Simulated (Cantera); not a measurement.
Mixture: 9.25 % CH4, 19.1 % O2, 71.7 % N2, equivalence ratio 0.97, at 10.0 bar, adiabatic and at constant volume. Ignition delay is the time to a rise of 400 K.

Cantera simulation using GRI-Mech 3.0 (53 species, 325 reactions); the numbers are that mechanism's predictions, not measurements.

Task: Predict: delay at 1275 K; delay at 1375 K; delay at 1475 K; delay at 1575 K; delay at 1675 K; delay at 1775 K; apparent activation energy between 1575 and 1775 K.

Result: 
- delay at 1275 K: 1.82 ms
- delay at 1375 K: 0.602 ms
- delay at 1475 K: 0.219 ms
- delay at 1575 K: 86.5 µs
- delay at 1675 K: 37.2 µs
- delay at 1775 K: 17.5 µs
- apparent activation energy between 1575 and 1775 K: 190 kJ/mol
